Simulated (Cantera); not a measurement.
What does this Cantera script print?

```python
import numpy as np
import cantera as ct

gas_names = """
    Fe FeO Fe(OH)2 H HO2 H2 H2O H2O2 H2S H2SO4 O OH O2 O3 S SH SO SO2 SO3 S2 S2O S8
""".split()
cond_names = """
    Fe(a) Fe(c) Fe(d) Fe(L) FeO(s) FeO(L) Fe(OH)2(s) Fe(OH)3(s) FeS(a) FeS(b) FeS(c) FeS(L) FeSO4(s)
    FeS2(s) Fe2O3(s) Fe2S3O12(s) Fe3O4(s) H2O(s) H2O(L) H2SO4(L) S(cr1) S(cr2) S(L)
""".split()


def load(file, names, dense=False):
    # The tables refer to 1 bar. Condensed volumes are neglected.
    table = {s.name: s for s in ct.Species.list_from_file(file)}
    out = []
    for n in names:
        d = dict(table[n].input_data)
        d["thermo"] = dict(d["thermo"], **{"reference-pressure": 1e5})
        if dense:
            d["equation-of-state"] = {"model": "constant-volume", "density": "1e6 g/cm^3"}
        out.append(ct.Species.from_dict(d))
    return out


gas = ct.Solution(thermo="ideal-gas", species=load("nasa_gas.yaml", gas_names))
cond = {s.name: ct.Solution(thermo="fixed-stoichiometry", species=[s], name=s.name)
        for s in load("nasa_condensed.yaml", cond_names, dense=True)}
atoms = {
    'FeS2': {'Fe': 1, 'S': 2},
    'H2S': {'H': 2, 'S': 1},
    'O2': {'O': 2},
}
top_T = {'FeSO4(s)': 950, 'FeS2(s)': 1010, 'Fe2O3(s)': 1830, 'Fe2S3O12(s)': 1100, 'Fe3O4(s)': 1870}  # K; cautious upper limits of use, not melting points


def equilibrate(T, P, feed):
    n = {}
    for name, mol in feed.items():
        for a, k in atoms[name].items():
            n[a] = n.get(a, 0.0) + k * mol
    gas.TPX = T, P, n
    mass = sum(n.values()) * gas.mean_molecular_weight
    gas.equilibrate("TP")
    valid = [c for c in cond.values() if c.min_temp <= T <= top_T.get(c.name, c.max_temp)]
    mix = ct.Mixture([(gas, mass / gas.mean_molecular_weight)] + [(c, 0.0) for c in valid])
    mix.T, mix.P = T, P
    mix.equilibrate("TP", solver="vcs", rtol=1e-11, max_steps=5000)
    return mix


results = []
feed = {'FeS2': 1, 'H2S': 0.06, 'O2': 0.54}  # mol
T = 1275  # K
P = 16000  # Pa
mix = equilibrate(T, P, feed)
results.append((T, P, feed, dict(zip(mix.species_names, mix.species_moles))))
print(gas.report(threshold=1e-06))
for i in range(1, mix.n_phases):
    print(f"{mix.phase(i).name:16s} {mix.phase_moles(i):12.5e} mol")
```

It prints:

```
       temperature   1275 K
          pressure   16000 Pa
           density   0.09207 kg/m^3
  mean mol. weight   61.002 kg/kmol
   phase of matter   gas

                          1 kg             1 kmol
                     ---------------   ---------------
          enthalpy       -1.8129e+06       -1.1059e+08  J
   internal energy       -1.9867e+06       -1.2119e+08  J
           entropy              5323        3.2471e+05  J/K
    Gibbs function       -8.5997e+06       -5.2459e+08  J
 heat capacity c_p            813.13             49602  J/K
 heat capacity c_v            676.83             41288  J/K

                      mass frac. Y      mole frac. X     chem. pot. / RT
                     ---------------   ---------------   ---------------
                H2        5.6535e-05         0.0017107           -26.346
               H2O           0.01903          0.064439           -53.064
               H2S         0.0028018         0.0050157           -36.956
                 S        1.3921e-06        2.6487e-06            -10.61
                SH        7.1091e-05        0.00013114           -23.783
                SO         0.0011168         0.0014176           -37.328
               SO2           0.63292           0.60272           -64.047
                S2           0.32974            0.3137            -21.22
               S2O          0.014263           0.01086           -47.938
     [  +13 minor]        2.7959e-07        3.1215e-07

Fe(c)             0.00000e+00 mol
FeO(s)            0.00000e+00 mol
Fe(OH)2(s)        0.00000e+00 mol
Fe(OH)3(s)        0.00000e+00 mol
FeS(c)            1.00000e+00 mol
Fe2O3(s)          0.00000e+00 mol
Fe3O4(s)          0.00000e+00 mol
S(L)              0.00000e+00 mol
```

Method: chemical equilibrium by Gibbs-energy minimisation in Cantera with the NASA 1993 tables (ideal gas, pure condensed phases). FeS: taken at fixed stoichiometry. Gases not in the tables: S3 to S7.
